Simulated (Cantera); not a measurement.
Cantera with NASA thermochemical tables; ideal gases at 1 bar, condensed phases pure. Values are per mole of reaction as written; species without (g) are pure solids or liquids, kept so even where they would boil at 1 bar.

### Question
Between 1373 and 2373 K, where is each reaction favourable under standard conditions?
- 2 NO2(g) + 4 SrCl2 = 8 Cl(g) + 4 SrO + N2(g)

### Answer
- 2 NO2(g) + 4 SrCl2 = 8 Cl(g) + 4 SrO + N2(g): ΔG° is 794 kJ at 1373 K and 157 kJ at 2373 K; it stays positive (K < 1). ΔH° is 1625 kJ and ΔS° 619 J/K at 2373 K.
